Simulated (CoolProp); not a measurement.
Vapour-liquid equilibrium of diethyl ether (1) + methanol (2) at 429.5 K; x and y are mole fractions of (1).

The numbers come from the multi-fluid Helmholtz-energy mixture model, Thol 2014 and de Reuck 1993; pair parameters Bell 2016 in CoolProp.

Problem. Give the bubble pressure and the first vapour's composition at x = 0.15, 0.25, 0.45. Is there an azeotrope?

Solution. x = 0.15: 1.886 MPa, y = 0.229; x = 0.25: 2.009 MPa, y = 0.334; x = 0.45: 2.155 MPa, y = 0.496. y crosses x between x = 0.55 and 0.65: the model has an azeotrope there.

Pair parameters are fitted to limited data, so mixtures are less certain than the pure fluids.
